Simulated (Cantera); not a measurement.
A perfectly stirred reactor is fed with 20.8 % C2H6, 79.2 % N2, at 100 Pa; it is held at 1600 K, and followed from long to short residence time.

Model: GRI-Mech 3.0 (53 species, 325 reactions), integrated in Cantera. GRI-Mech 3.0 stops at C3 and has no aromatics, soot or wall deposition, so with more carbon than oxygen in the feed, carbon stays in small species such as C2H2 where larger ones or solid carbon would form. Radical loss at walls, strong at low pressure, is not modelled.

One state of this run: x C2H6 = 0.000345; x C2H = 1.74e-6; x C2H4 = 0.00209; x HCN = 9.28e-6; x CH3 = 0.00269; x C2H2 = 0.132. x: mole fraction; the columns are a selection and need not sum to one.

Which value of τ (s) does it belong to?
A. 3.6
B. 0.066
C. 9.7
D. 0.18

A, 3.6
